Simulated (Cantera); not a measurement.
**CaO + Cl2 + H2 (oxide etching and cleaning by halides)**

Charge: 1 mol CaO, 0.69 mol Cl2, 0.99 mol H2, equilibrated at 0.000540 bar.

Method: chemical equilibrium by Gibbs-energy minimisation in Cantera with the NASA 1993 tables (ideal gas, pure condensed phases). Candidate condensed phases: Ca, CaCl2, CaO, Ca(OH)2, H2O; 21 gas species. Mutual solubility and eutectic melting of coexisting phases are not modelled. Condensed phases not in the tables: oxide chlorides. Kinetics and transport are ignored.

| T (°C) | log p H2O | log p HCl | log p H2 | log p CaCl2 | log p Cl | log p H | n CaCl2(s) | n CaO(s) | n CaCl2(l) |
|---|---|---|---|---|---|---|---|---|---|
| 527 | -3.43 | -5.78 | -3.79 | -11.76 | <-15 | -13.43 | 0.688 | 0.312 | 0 |
| 627 | -3.43 | -5.00 | -3.79 | -9.48 | -13.05 | -11.83 | 0.681 | 0.319 | 0 |
| 727 | -3.47 | -4.40 | -3.80 | -7.66 | -11.17 | -10.55 | 0.652 | 0.348 | 0 |
| 827 | -3.55 | -3.97 | -3.83 | -6.26 | -9.69 | -9.50 | 0 | 0.420 | 0.579 |
| 927 | -3.71 | -3.69 | -3.88 | -5.16 | -8.51 | -8.65 | 0 | 0.547 | 0.437 |
| 1027 | -4.02 | -3.55 | -3.99 | -4.24 | -7.58 | -7.95 | 0 | 0.724 | 0.107 |
| 1127 | -4.04 | -3.59 | -4.02 | -4.04 | -6.97 | -7.32 | 0 | 0.714 | 0 |
| 1227 | -3.97 | -3.64 | -4.02 | -3.97 | -6.48 | -6.76 | 0 | 0.670 | 0 |
| 1327 | -3.93 | -3.69 | -4.02 | -3.93 | -6.05 | -6.27 | 0 | 0.631 | 0 |
| 1427 | -3.89 | -3.74 | -4.02 | -3.89 | -5.67 | -5.84 | 0 | 0.599 | 0 |
| 1527 | -3.87 | -3.79 | -4.02 | -3.87 | -5.34 | -5.45 | 0 | 0.573 | 0 |
| 1627 | -3.85 | -3.84 | -4.02 | -3.85 | -5.05 | -5.11 | 0 | 0.553 | 0 |
log p: log10 of the partial pressure in bar; n: condensed amount in mol.

From 527 °C to 727 °C the condensed part is CaCl2(s) + CaO(s). From 827 °C to 1027 °C the condensed part is CaCl2(l) + CaO(s). From 1127 °C to 1627 °C the condensed part is CaO(s).
